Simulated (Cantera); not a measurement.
Cantera run, input and output.

```python
import numpy as np
import cantera as ct

gas = ct.Solution("gri30.yaml")
gas.TPX = 573, 64000, {'CO': 1, 'H2': 0.45, 'CH4': 0.085, 'O2': 1.36, 'N2': 5.1}
flame = ct.FreeFlame(gas, width=0.055)
flame.set_refine_criteria(ratio=3, slope=0.08, curve=0.16)
flame.transport_model = "mixture-averaged"
flame.solve(loglevel=0, auto=True)
flame.transport_model = "multicomponent"
flame.soret_enabled = True
flame.solve(loglevel=0, refine_grid=True)
z, T = flame.grid, flame.T
thick = (T[-1] - T[0]) / np.gradient(T, z).max()
show = ['CO', 'H2', 'CH4', 'H2O', 'CH2CO', 'C2H4']
print(f"laminar burning velocity  {flame.velocity[0] * 100:.3f} cm/s")
print(f"burnt temperature         {T[-1]:.1f} K")
print(f"thermal thickness         {thick * 1e3:.4f} mm")
print(f"grid points               {len(z)}")
z0 = z[flame.heat_release_rate.argmax()]
print(f"{'z/mm':>9s}{'T/K':>9s}{'u/(m/s)':>9s}" + "".join(f"{s:>11s}" for s in show))
rows = []
for k in (-3, -2, -1.5, -1, -0.5, -0.25, 0, 0.25, 0.5, 1, 2, 4, 8):
    zz = z0 + k * thick
    rows.append([k * thick, np.interp(zz, z, T), np.interp(zz, z, flame.velocity),
                 *(np.interp(zz, z, flame.X[gas.species_index(s)]) for s in show)])
    print(f"{rows[-1][0] * 1e3:9.3f}{rows[-1][1]:9.1f}{rows[-1][2]:9.3f}" + "".join(f"{x:11.3e}" for x in rows[-1][3:]))
```

It prints:

```
laminar burning velocity  157.587 cm/s
burnt temperature         2171.6 K
thermal thickness         0.8945 mm
grid points               138
     z/mm      T/K  u/(m/s)         CO         H2        CH4        H2O      CH2CO       C2H4
   -2.683    573.0    1.576  1.251e-01  5.624e-02  1.063e-02  1.143e-08  5.423e-16  3.735e-15
   -1.789    573.0    1.575  1.251e-01  5.603e-02  1.063e-02  2.296e-07  7.035e-14  1.773e-13
   -1.342    573.0    1.575  1.252e-01  5.551e-02  1.064e-02  1.762e-06  9.704e-13  2.079e-12
   -0.894    573.5    1.573  1.255e-01  5.331e-02  1.066e-02  3.363e-05  6.039e-11  9.221e-11
   -0.447    608.1    1.652  1.260e-01  4.290e-02  1.045e-02  2.132e-03  4.141e-08  3.172e-08
   -0.224    813.8    2.192  1.212e-01  3.139e-02  8.542e-03  1.527e-02  3.046e-07  4.731e-07
    0.000   1191.9    3.186  1.054e-01  1.651e-02  2.288e-03  4.584e-02  2.579e-07  4.873e-07
    0.224   1432.4    3.791  7.837e-02  6.443e-03  5.797e-05  6.375e-02  7.232e-09  2.343e-09
    0.447   1566.5    4.103  5.663e-02  4.573e-03  4.588e-07  6.611e-02  5.158e-11  1.450e-12
    0.894   1720.1    4.450  3.636e-02  4.437e-03  4.103e-11  6.681e-02 -8.675e-15 -6.937e-15
    1.789   1861.7    4.771  2.660e-02  3.618e-03 -9.350e-15  7.070e-02 -2.542e-14 -8.831e-15
    3.578   1978.6    5.032  1.968e-02  2.451e-03  2.488e-15  7.489e-02  8.762e-15  3.080e-15
    7.156   2065.1    5.220  1.313e-02  1.514e-03  6.332e-17  7.783e-02  2.255e-16  1.038e-16
```

Detailed kinetics in Cantera: GRI-Mech 3.0 (53 species, 325 reactions). Burning velocities carry a grid error of a few per cent, more on coarse grids.
